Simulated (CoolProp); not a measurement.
A single-stage vapour-compression cycle with the fluid: evaporating at 275.15 K (dew point), condensing at 329.15 K (bubble point), superheat 8 K, subcooling 2 K, compressor efficiency 0.6, no pressure losses. The same conditions are run with several fluids, on thermodynamics alone (safety and materials aside).

Computed with CoolProp (reference Helmholtz-energy equation of state of each fluid (R404A: Lemmon 2003; neopentane: Lemmon 2006; R115: Lemmon 2016; R507A: Lemmon 2003; R125: Lemmon 2005; R410A: Lemmon 2003)). Blends and air are pseudo-pure fits.

| fluid | cooling COP | pressure ratio | discharge temperature (K) | refrigerating effect (kJ/kg) | volumetric capacity (kJ/m³) |
|---|---|---|---|---|---|
| R404A | 1.86 | 4.13 | 357.1 | 90.2 | 2780 |
| neopentane | 2.34 | 5.43 | 340.9 | 213 | 517 |
| R115 | 1.83 | 4.03 | 341.5 | 54.8 | 1900 |
| R507A | 1.85 | 4.07 | 356.0 | 86.5 | 2820 |
| R125 | 1.69 | 4.07 | 351.2 | 63.8 | 2720 |
| R410A | 1.99 | 4.14 | 381.0 | 137 | 4230 |
